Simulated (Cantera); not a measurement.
A closed system holds: 1 mol NiS, 0.33 mol H₂, held at 10.0 mbar.

Equilibrium computed with Cantera from the NASA thermochemical tables; the gas is ideal and each condensed phase is pure. Candidate condensed phases: Ni, NiS, NiS₂, Ni₃S₂, Ni₃S₄, S; 9 gas species. Gases not in the tables: S₃ to S₇. Equilibrium is a limit: real reactors are often held back by kinetics, nucleation or transport.

Q: Which condensed phases are stable at each of these points (T (°C)): 425, 475, 525, 575, 625, 675, 725, 775, 825, 875, 925?

A: 
| T (°C) | condensed phases | Ni condensed (%) |
|---|---|---|
| 425 | NiS(s) + Ni₃S₂(s) | 100.0 |
| 475 | NiS(s) + Ni₃S₂(s) | 100.0 |
| 525 | NiS(s) + Ni₃S₂(s) | 100.0 |
| 575 | NiS(s) + Ni₃S₂(s) | 100.0 |
| 625 | NiS(s) + Ni₃S₂(s) | 100.0 |
| 675 | NiS(s) + Ni₃S₂(s) | 100.0 |
| 725 | Ni₃S₂(s) | 100.0 |
| 775 | Ni₃S₂(s) | 100.0 |
| 825 | Ni₃S₂(l) | 100.0 |
| 875 | Ni₃S₂(l) | 100.0 |
| 925 | Ni₃S₂(l) | 100.0 |

From 425 °C to 675 °C the condensed part is NiS(s) + Ni₃S₂(s). From 725 °C to 775 °C the condensed part is Ni₃S₂(s). From 825 °C to 925 °C the condensed part is Ni₃S₂(l).
